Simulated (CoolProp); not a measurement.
Sulfur dioxide along the isotherm 447.2 K: fugacity coefficient from the reference equation and from simpler models built on Tc = 430.6 K, pc = 7.887 MPa, ω = 0.256; each cubic takes its own stable root.

The numbers come from the reference Helmholtz-energy equation of state, Gao 2016 in CoolProp.

| p (MPa) | phase | reference |
|---|---|---|
| 0.111 | gas | 0.9957 |
| 0.167 | gas | 0.9936 |
| 0.252 | gas | 0.9903 |
| 0.38 | gas | 0.9854 |
| 0.573 | gas | 0.9780 |
| 0.865 | gas | 0.9669 |
| 1.3 | gas | 0.9503 |
| 1.97 | gas | 0.9251 |
| 2.97 | gas | 0.8877 |
| 4.48 | gas | 0.8319 |
| 6.76 | gas | 0.7484 |
| 10.2 | supercritical | 0.6165 |
| 15.4 | supercritical | 0.4607 |
| 23.2 | supercritical | 0.3546 |
| 35 | supercritical | 0.2880 |

Q: How far does each simpler model (van der Waals, Redlich-Kwong, Soave-Redlich-Kwong) lie from the reference over these 15 states: mean and median of the absolute difference, and the worst?

A: 
- van der Waals: mean 3.5 %, median 0.8 %, worst +22.1 % at 447.2 K and 35 MPa
- Redlich-Kwong: mean 0.9 %, median 0.0 %, worst +6.9 % at 447.2 K and 35 MPa
- Soave-Redlich-Kwong: mean 1.7 %, median 0.1 %, worst +10.2 % at 447.2 K and 35 MPa
